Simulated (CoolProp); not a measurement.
Model: reference Helmholtz-energy equation of state, Leachman 2009, in CoolProp.

Question: For normal hydrogen, give the phase and the density (kg/m³), cv (kJ/(kg K)), conductivity (mW/(m K)) at 36 K and 0.566 MPa.

Answer: 
- 36 K and 0.566 MPa: gas; density 4.35, cv 6.41, conductivity 32.7

Thermal conductivity comes from a separate model (Assael 2011).
